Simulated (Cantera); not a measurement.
Cantera run:

```python
import numpy as np
import cantera as ct

gas_names = """
    AL ALCL ALCL2 ALCL3 ALH AL2 AL2CL6 CL CL2 H HCL H2
""".split()
cond_names = """
    AL(cr) AL(L) ALCL3(s) ALCL3(L)
""".split()


# ... load() reads the species with a 1 bar reference pressure and builds the phases ...
atoms = {
    'Al': {'AL': 1},
    'HCl': {'H': 1, 'CL': 1},
    'H2': {'H': 2},
}
top_T = {}  # K; cautious upper limits of use, not melting points


# ... equilibrate(T, P, feed) seeds the gas with the atoms and calls Mixture.equilibrate('TP', solver="vcs", rtol=1e-11, max_steps=5000) ...
results = []
feed = {'Al': 1, 'HCl': 2.8, 'H2': 38}  # mol
T = 1125  # K
P = 1000  # Pa
mix = equilibrate(T, P, feed)
results.append((T, P, feed, dict(zip(mix.species_names, mix.species_moles))))
print(gas.report(threshold=0.0001))
for i in range(1, mix.n_phases):
    print(f"{mix.phase(i).name:16s} {mix.phase_moles(i):12.5e} mol")
```

It prints:

```
       temperature   1125 K
          pressure   1000 Pa
           density   0.00054378 kg/m^3
  mean mol. weight   5.0864 kg/kmol
   phase of matter   gas

                          1 kg             1 kmol
                     ---------------   ---------------
          enthalpy        2.4787e+06        1.2607e+07  J
   internal energy        6.3967e+05        3.2536e+06  J
           entropy             42288        2.1509e+05  J/K
    Gibbs function       -4.5095e+07       -2.2937e+08  J
 heat capacity c_p            6265.7             31869  J/K
 heat capacity c_v              4631             23555  J/K

                      mass frac. Y      mole frac. X     chem. pot. / RT
                     ---------------   ---------------   ---------------
              ALCL          0.034742         0.0028305           -45.973
             ALCL2          0.020463         0.0010633           -80.144
             ALCL3            0.5462          0.020836           -114.32
               HCL          0.012746         0.0017782           -45.391
                H2           0.38585           0.97349           -22.438
     [   +7 minor]        5.0282e-06        5.3435e-07

AL(L)             0.00000e+00 mol
ALCL3(L)          0.00000e+00 mol
```

Method: chemical equilibrium by Gibbs-energy minimisation in Cantera with the NASA 1993 tables (ideal gas, pure condensed phases). The tables' values for AlCl2 are old estimates; treat these amounts as uncertain.
